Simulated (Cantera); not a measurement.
An isothermal, constant-pressure homogeneous reactor starts with 29.4 % NO, 70.6 % N₂, at 1673 K and 383 Torr.

Computed with Cantera and GRI-Mech 3.0 (53 species, 325 reactions).

x: mole fraction; the columns are a selection and need not sum to one.

```tsv
t (s)	x NO	x O	x NO₂	x N₂	x N₂O	x O₂
1.00e-6	0.294	[?]	1.79e-11	0.706	3.00e-9	<1e-12
3.05e-6	0.294	[?]	1.65e-10	0.706	9.15e-9	<1e-12
9.30e-6	0.294	[?]	1.49e-9	0.706	2.79e-8	4.32e-12
2.83e-5	0.294	[?]	1.29e-8	0.706	8.49e-8	3.75e-11
8.64e-5	0.294	[?]	9.70e-8	0.706	2.58e-7	2.90e-10
0.000263	0.294	[?]	5.45e-7	0.706	7.81e-7	1.84e-9
0.000803	0.294	[?]	2.16e-6	0.706	2.32e-6	1.07e-8
0.00245	0.294	[?]	7.48e-6	0.706	6.59e-6	8.83e-8
0.00747	0.294	[?]	2.51e-5	0.706	1.62e-5	1.32e-6
0.0228	0.294	[?]	6.27e-5	0.706	2.87e-5	2.25e-5
0.0694	0.294	2.63e-6	7.70e-5	0.706	3.26e-5	0.000157
0.212	0.293	2.81e-6	8.28e-5	0.707	3.24e-5	0.000590
0.645	0.290	[?]	9.76e-5	0.708	3.18e-5	0.00190
1.97	0.282	[?]	0.000130	0.712	3.00e-5	0.00580
6.00	0.260	[?]	0.000184	0.723	2.53e-5	0.0167
```

Q: Fill in the missing entries.

A: 
- 1.00e-6, x O: 2.98e-9
- 3.05e-6, x O: 8.98e-9
- 9.30e-6, x O: 2.64e-8
- 2.83e-5, x O: 7.22e-8
- 8.64e-5, x O: 1.63e-7
- 0.000263, x O: 2.55e-7
- 0.000803, x O: 3.25e-7
- 0.00245, x O: 5.17e-7
- 0.00747, x O: 1.10e-6
- 0.0228, x O: 2.22e-6
- 0.645, x O: 3.30e-6
- 1.97, x O: 4.42e-6
- 6.00, x O: 6.61e-6
